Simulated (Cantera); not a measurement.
Tantalum, niobium, vanadium and zirconium in process gases: Ta(OEt)5 + CO2

Input: 1 mol Ta(OEt)5, 7.5 mol CO2, equilibrated at 0.270 Pa.

Method: chemical equilibrium by Gibbs-energy minimisation in Cantera with the NASA 1993 tables (ideal gas, pure condensed phases). Candidate condensed phases: C, C6H6, C7H8, C8H18, H2O, Ta, TaC, Ta2O5; 113 gas species. The feed counts by its element totals alone. Mutual solubility and eutectic melting of coexisting phases are not modelled. TaC: taken at fixed stoichiometry. Condensed phases not in the tables: Ta2C, N, O or C dissolved in the metal. Kinetics and transport are ignored.

```json
[
 {"T (K)": "1198", "x CO": "0.583", "x H2": "0.417", "x H": "7.47e-5", "x TaO2": "4.68e-12", "n TaC(s)": "0.000468", "n Ta2O5(s)": "0.500", "n Ta(s)": "0"},
 {"T (K)": "1273", "x CO": "0.583", "x H2": "0.416", "x H": "0.000280", "x TaO2": "2.32e-10", "n TaC(s)": "0.000511", "n Ta2O5(s)": "0.500", "n Ta(s)": "0"},
 {"T (K)": "1348", "x CO": "0.583", "x H2": "0.416", "x H": "0.000908", "x TaO2": "7.39e-9", "n TaC(s)": "0.000555", "n Ta2O5(s)": "0.500", "n Ta(s)": "0"},
 {"T (K)": "1423", "x CO": "0.583", "x H2": "0.415", "x H": "0.00260", "x TaO2": "1.62e-7", "n TaC(s)": "0.000600", "n Ta2O5(s)": "0.500", "n Ta(s)": "0"},
 {"T (K)": "1498", "x CO": "0.581", "x H2": "0.412", "x H": "0.00671", "x TaO2": "2.57e-6", "n TaC(s)": "0.000628", "n Ta2O5(s)": "0.500", "n Ta(s)": "0"},
 {"T (K)": "1573", "x CO": "0.579", "x H2": "0.405", "x H": "0.0158", "x TaO2": "2.79e-5", "n TaC(s)": "0", "n Ta2O5(s)": "0.499", "n Ta(s)": "0.000930"},
 {"T (K)": "1648", "x CO": "0.573", "x H2": "0.392", "x H": "0.0339", "x TaO2": "0.000211", "n TaC(s)": "0", "n Ta2O5(s)": "0.496", "n Ta(s)": "0"},
 {"T (K)": "1723", "x CO": "0.563", "x H2": "0.368", "x H": "0.0673", "x TaO2": "0.000903", "n TaC(s)": "0", "n Ta2O5(s)": "0.485", "n Ta(s)": "0"},
 {"T (K)": "1798", "x CO": "0.545", "x H2": "0.327", "x H": "0.123", "x TaO2": "0.00327", "n TaC(s)": "0", "n Ta2O5(s)": "0.446", "n Ta(s)": "0"},
 {"T (K)": "1873", "x CO": "0.517", "x H2": "0.265", "x H": "0.202", "x TaO2": "0.0102", "n TaC(s)": "0", "n Ta2O5(s)": "0.324", "n Ta(s)": "0"},
 {"T (K)": "1948", "x CO": "0.475", "x H2": "0.186", "x H": "0.297", "x TaO2": "0.0272", "n TaC(s)": "0", "n Ta2O5(s)": "0", "n Ta(s)": "0"}
]
```
x: gas mole fraction; n: condensed amount in mol.

From 1198 K to 1498 K the condensed part is TaC(s) + Ta2O5(s). At 1573 K the condensed part is Ta(s) + Ta2O5(s). From 1648 K to 1873 K the condensed part is Ta2O5(s). At 1948 K nothing is condensed.
